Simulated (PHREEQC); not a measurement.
Dissolve 0.95 mmol/kgw CuSO4 and 0.91 mmol/kgw NaCl at 20 °C. Closed to the air; pH follows from the charge balance.

The numbers come from PHREEQC with the ion-association model, wateq4f.dat.

Precipitation was switched off in this run.

**Question.** Predict the pH, ionic strength.

**Answer.** pH 5.37; ionic strength 0.00436 mol/kgw.

**Question.** In which forms is S present?

**Answer.** SO4-2 91 %, CuSO4 8.9 % of the S.

The solution is supersaturated, for example in Brochantite, Antlerite, so a real one may precipitate; this is no full list.
